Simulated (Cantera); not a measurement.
## Si + Cl2 + H2 (chlorosilane synthesis and conversion)

Charge: 1 mol Si, a varied amount of Cl2, 1.2 mol H2, equilibrated at 827 °C and 10.0 bar.

These are equilibrium values from Cantera (NASA tables, ideal gas, pure condensed phases), not measurements of a reactor. Candidate condensed phases: Si; 19 gas species. The tables' values for SiCl3 are old estimates; treat these amounts as uncertain. The numbers say what is thermodynamically allowed, not how fast it happens.

```json
[
 {"n(Cl2) (mol)": "0.5", "log p H2": "0.90", "log p HCl": "-0.89", "log p SiCl4": "0.00", "log p SiHCl3": "-0.05", "log p SiH2Cl2": "-1.02", "n Si(s)": "0.715"},
 {"n(Cl2) (mol)": "0.63", "log p H2": "0.87", "log p HCl": "-0.87", "log p SiCl4": "0.10", "log p SiHCl3": "0.01", "log p SiH2Cl2": "-1.00", "n Si(s)": "0.643"},
 {"n(Cl2) (mol)": "0.8", "log p H2": "0.84", "log p HCl": "-0.86", "log p SiCl4": "0.20", "log p SiHCl3": "0.07", "log p SiH2Cl2": "-0.98", "n Si(s)": "0.550"},
 {"n(Cl2) (mol)": "1", "log p H2": "0.81", "log p HCl": "-0.86", "log p SiCl4": "0.29", "log p SiHCl3": "0.12", "log p SiH2Cl2": "-0.96", "n Si(s)": "0.440"},
 {"n(Cl2) (mol)": "1.3", "log p H2": "0.76", "log p HCl": "-0.86", "log p SiCl4": "0.38", "log p SiHCl3": "0.17", "log p SiH2Cl2": "-0.96", "n Si(s)": "0.278"},
 {"n(Cl2) (mol)": "1.6", "log p H2": "0.72", "log p HCl": "-0.86", "log p SiCl4": "0.45", "log p SiHCl3": "0.20", "log p SiH2Cl2": "-0.97", "n Si(s)": "0.117"},
 {"n(Cl2) (mol)": "2.1", "log p H2": "0.66", "log p HCl": "0.05", "log p SiCl4": "0.61", "log p SiHCl3": "-0.61", "log p SiH2Cl2": "-2.76", "n Si(s)": "0"},
 {"n(Cl2) (mol)": "2.6", "log p H2": "0.33", "log p HCl": "0.63", "log p SiCl4": "0.55", "log p SiHCl3": "-1.59", "log p SiH2Cl2": "-4.65", "n Si(s)": "0"}
]
```
log p: log10 of the partial pressure in bar; n: condensed amount in mol.

From 0.5 mol Cl2 to 1.6 mol Cl2 the condensed part is Si(s). From 2.1 mol Cl2 to 2.6 mol Cl2 nothing is condensed. The main Si-bearing gas is SiCl4 throughout.
